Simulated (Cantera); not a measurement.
Source: NASA polynomial tables (part measured, part estimated), evaluated in Cantera. Values are per mole of reaction as written; species without (g) are pure solids or liquids, kept so even where they would boil at 1 bar.

1.333 Ti + O₂(g) = 0.6667 Ti₂O₃, with ΔH° = -1013.9 kJ and ΔS° = -194.4 J/K at 300 K.

Problem. How far is the shortcut ΔG° ≈ ΔH°(300 K) − T·ΔS°(300 K) from the full temperature-dependent value at 498, 648, 798, 948, 1098, 1248, 1398, 1548, 1698, 1848 K?

Solution. 
```json
[
 {"T (K)": "498", "shortcut (kJ)": "-917.1", "full (kJ)": "-917.5", "difference (kJ)": "0.5", "difference in log10 K": "-0.05", "condensed phases": "Ti(α), Ti₂O₃(s)"},
 {"T (K)": "648", "shortcut (kJ)": "-887.9", "full (kJ)": "-889.9", "difference (kJ)": "2.0", "difference in log10 K": "-0.16", "condensed phases": "Ti(α), Ti₂O₃(s)"},
 {"T (K)": "798", "shortcut (kJ)": "-858.7", "full (kJ)": "-863.1", "difference (kJ)": "4.3", "difference in log10 K": "-0.28", "condensed phases": "Ti(α), Ti₂O₃(s)"},
 {"T (K)": "948", "shortcut (kJ)": "-829.6", "full (kJ)": "-836.8", "difference (kJ)": "7.2", "difference in log10 K": "-0.40", "condensed phases": "Ti(α), Ti₂O₃(s)"},
 {"T (K)": "1098", "shortcut (kJ)": "-800.4", "full (kJ)": "-811.0", "difference (kJ)": "10.5", "difference in log10 K": "-0.50", "condensed phases": "Ti(α), Ti₂O₃(s)"},
 {"T (K)": "1248", "shortcut (kJ)": "-771.3", "full (kJ)": "-785.1", "difference (kJ)": "13.8", "difference in log10 K": "-0.58", "condensed phases": "Ti(β), Ti₂O₃(s)"},
 {"T (K)": "1398", "shortcut (kJ)": "-742.1", "full (kJ)": "-759.3", "difference (kJ)": "17.2", "difference in log10 K": "-0.64", "condensed phases": "Ti(β), Ti₂O₃(s)"},
 {"T (K)": "1548", "shortcut (kJ)": "-712.9", "full (kJ)": "-733.9", "difference (kJ)": "21.0", "difference in log10 K": "-0.71", "condensed phases": "Ti(β), Ti₂O₃(s)"},
 {"T (K)": "1698", "shortcut (kJ)": "-683.8", "full (kJ)": "-708.8", "difference (kJ)": "25.0", "difference in log10 K": "-0.77", "condensed phases": "Ti(β), Ti₂O₃(s)"},
 {"T (K)": "1848", "shortcut (kJ)": "-654.6", "full (kJ)": "-683.9", "difference (kJ)": "29.3", "difference in log10 K": "-0.83", "condensed phases": "Ti(β), Ti₂O₃(s)"}
]
```
The shortcut ignores heat capacities and the phase changes listed.
